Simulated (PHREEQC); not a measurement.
Dissolve 0.0014 mol Sr(NO3)2 per kg of water at 44 °C. Closed to the air; pH follows from the charge balance.

All values are PHREEQC results (ion-association model, wateq4f.dat), not measurements.

Each row changes one thing in this solution. This is a speciation only: nothing precipitates in the calculation.

```json
[
 {"case": "as made", "pH": "6.71", "SrOH+ (mol/kgw)": "3.01e-10"},
 {"case": "Sr(NO3)2 from 0.0014 to 0.014 mol/kgw", "pH": "6.70", "SrOH+ (mol/kgw)": "2.12e-9"},
 {"case": "temperature from 44 to 85 °C", "pH": "6.26", "SrOH+ (mol/kgw)": "1.03e-10"},
 {"case": "Sr(NO3)2 from 0.0014 to 0.00028 mol/kgw", "pH": "6.72", "SrOH+ (mol/kgw)": "6.75e-11"},
 {"case": "diluted 2-fold with water", "pH": "6.71", "SrOH+ (mol/kgw)": "1.60e-10"},
 {"case": "0.00012 mol/kgw AgF added", "pH": "6.76", "SrOH+ (mol/kgw)": "3.32e-10"},
 {"case": "temperature from 44 to 5 °C", "pH": "7.36", "SrOH+ (mol/kgw)": "1.35e-9"},
 {"case": "Sr(NO3)2 from 0.0014 to 0.00126 mol/kgw", "pH": "6.71", "SrOH+ (mol/kgw)": "2.74e-10"},
 {"case": "temperature from 44 to 20 °C", "pH": "7.08", "SrOH+ (mol/kgw)": "7.07e-10"}
]
```

Away from 25 °C the constants follow the database's enthalpies or fits; those with neither stay at their 25 °C values.
